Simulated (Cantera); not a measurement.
# Stirred combustor or abatement burner

A perfectly stirred reactor is fed with C₃H₈ : O₂ : N₂ = 1 : 5 : 49 (molar parts), equivalence ratio 1.0, at 100000 Pa; it is adiabatic with a 373 K inlet, and is followed from long to short residence time, starting on the burning branch (τ in s: 0.47, 0.21, 0.095, 0.043, 0.019, 0.0087, 0.0039, 0.0018, 0.00079, 0.00036, 0.00016, 7.2e-05).

Model: GRI-Mech 3.0 (53 species, 325 reactions), integrated in Cantera. GRI-Mech 3.0 was tuned for natural gas; its chemistry of propane as a main component is partial and can be far from experiment.

```
τ (s)    T (K)   x C₃H₈     x O₂    x NO₂    x HO₂     x CO
-------  -----  -------  -------  -------  -------  -------
0.47      1434  1.07e-6  0.00128  3.41e-9  4.86e-7  0.00168
0.21      1427  1.74e-6  0.00166  3.70e-9  6.93e-7  0.00218
0.095     1419  2.82e-6  0.00216  3.80e-9  9.74e-7  0.00283
0.043     1407  4.68e-6  0.00282  3.65e-9  1.38e-6  0.00371
0.019     1390  8.32e-6  0.00380  3.26e-9  2.03e-6  0.00504
0.0087    1366  1.62e-5  0.00534  2.71e-9  3.22e-6  0.00722
0.0039     373   0.0182   0.0909   <1e-12   <1e-12   <1e-12
0.0018     373   0.0182   0.0909   <1e-12   <1e-12   <1e-12
0.00079    373   0.0182   0.0909   <1e-12   <1e-12   <1e-12
0.00036    373   0.0182   0.0909   <1e-12   <1e-12   <1e-12
0.00016    373   0.0182   0.0909   <1e-12   <1e-12   <1e-12
7.2e-5     373   0.0182   0.0909   <1e-12   <1e-12   <1e-12
```
x: mole fraction; the columns are a selection and need not sum to one.
